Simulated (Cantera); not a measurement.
**Equilibrium for silicon nitride deposition: SiH2Cl2 + NH3**

Charge: 1 mol SiH2Cl2, 1.2 mol NH3, equilibrated at 1200 Pa.

Cantera equilibrium calculation (NASA polynomials, part measured and part estimated; ideal gas, pure solids and liquids). Candidate condensed phases: NH4Cl, Si, Si3N4; 28 gas species. The tables' values for SiCl3, SiCl are old estimates; treat these amounts as uncertain. Gases not in the tables: Si2H6 and higher silanes. The numbers say what is thermodynamically allowed, not how fast it happens.

| T (°C) | log p H2 | log p HCl | log p SiCl2 | log p N2 | log p SiCl4 | log p SiCl3 | log p H | log p SiHCl3 | n Si3N4(s) | n Si(l) |
|---|---|---|---|---|---|---|---|---|---|---|
| 550 | -2.14 | -2.42 | -10.26 | -3.61 | -3.16 | -7.68 | -12.20 | -5.79 | 0.262 | 0 |
| 650 | -2.15 | -2.40 | -8.30 | -3.69 | -3.20 | -6.55 | -10.68 | -5.40 | 0.269 | 0 |
| 750 | -2.15 | -2.38 | -6.73 | -3.77 | -3.24 | -5.65 | -9.46 | -5.09 | 0.274 | 0 |
| 850 | -2.16 | -2.36 | -5.46 | -3.83 | -3.28 | -4.92 | -8.45 | -4.85 | 0.277 | 0 |
| 950 | -2.16 | -2.35 | -4.43 | -3.83 | -3.36 | -4.34 | -7.60 | -4.68 | 0.277 | 0 |
| 1050 | -2.17 | -2.35 | -3.67 | -3.69 | -3.54 | -3.97 | -6.89 | -4.66 | 0.268 | 0 |
| 1150 | -2.18 | -2.39 | -3.20 | -3.41 | -3.96 | -3.88 | -6.27 | -4.85 | 0.238 | 0 |
| 1250 | -2.17 | -2.49 | -2.93 | -3.18 | -4.60 | -4.00 | -5.72 | -5.23 | 0.189 | 0 |
| 1350 | -2.16 | -2.63 | -2.78 | -3.02 | -5.36 | -4.26 | -5.24 | -5.70 | 0.138 | 0 |
| 1450 | -2.17 | -2.73 | -2.76 | -2.79 | -6.06 | -4.55 | -4.83 | -6.19 | 0 | 0.343 |
| 1550 | -2.18 | -2.71 | -2.77 | -2.79 | -6.50 | -4.73 | -4.45 | -6.54 | 0 | 0.359 |
log p: log10 of the partial pressure in bar; n: condensed amount in mol.

From 550 °C to 1350 °C the condensed part is Si3N4(s). From 1450 °C to 1550 °C the condensed part is Si(l). The main Si-bearing gas is SiCl4 at 550 °C and SiCl2 at 1550 °C.
